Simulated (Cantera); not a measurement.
Charge: 1 mol CH3SiCl3, 0.28 mol C3H8, 3.7 mol H2, equilibrated at 1.00 bar.

Cantera equilibrium calculation (NASA polynomials, part measured and part estimated; ideal gas, pure solids and liquids). Candidate condensed phases: C, C6H6, C7H8, C8H18, Si, SiC; 109 gas species. The feed counts by its element totals alone. The tables' values for SiCl3, SiCl are old estimates; treat these amounts as uncertain. Gases not in the tables: Si2H6 and higher silanes. Rates play no part. All values below are at 2027 °C.

Base state: H2 0.646, HCl 0.303, SiCl2 0.0358, H 0.00778, C2H2 (acetylene) 0.00279, Cl 0.00263, SiCl3 0.00125, SiCl 0.000426 (mole fractions); condensed: C(graphite) + SiC(s).

Task: What changes in the equilibrium state with this change: CH3SiCl3 replaced by SiCl4?

Result: 
```csv
species,before,after
H2,0.646,0.497
HCl,0.303,0.402
SiCl2,0.0358,0.0818
SiCl4,3.35e-5,0.000175
SiCl3,0.00125,0.00431
SiHCl3,4.67e-5,0.000142
SiH2Cl2,1.36e-5,2.39e-5
CH4,8.93e-5,5.30e-5
"C(graphite), mol",1.09,0.407
"SiC(s), mol",0.703,0.402
```
